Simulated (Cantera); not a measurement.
# Stirred combustor or abatement burner

A perfectly stirred reactor is fed with 7.97 % CO, 6.93 % H₂, 14.9 % O₂, 65.6 % N₂, 4.62 % H₂O, equivalence ratio 0.50, at 1.38 atm; it is adiabatic with a 673 K inlet, and is followed from long to short residence time, starting on the burning branch (τ in s: 0.034, 0.012, 0.0041, 0.0015, 0.00051, 0.00018, 6.3e-05, 2.2e-05, 7.8e-06).

Detailed kinetics in Cantera: GRI-Mech 3.0 (53 species, 325 reactions).

```csv
τ (s),T (K),x CO,x H₂,x O₂,x NO₂,x N₂O
0.034,1812,0.000858,0.000213,0.0804,4.37e-8,7.05e-7
0.012,1800,0.00168,0.000414,0.0806,3.17e-8,8.21e-7
0.0041,1777,0.00333,0.000809,0.0811,1.99e-8,7.72e-7
0.0015,1740,0.00617,0.00146,0.0821,1.30e-8,6.40e-7
0.00051,1670,0.0118,0.00261,0.0844,9.33e-9,4.91e-7
0.00018,1553,0.0226,0.00432,0.0898,6.58e-9,3.64e-7
6.3e-5,1266,0.0550,0.0128,0.110,1.49e-9,1.27e-7
2.2e-5,673,0.0797,0.0693,0.149,<1e-12,<1e-12
7.8e-6,673,0.0797,0.0693,0.149,<1e-12,<1e-12
```
x: mole fraction; the columns are a selection and need not sum to one.
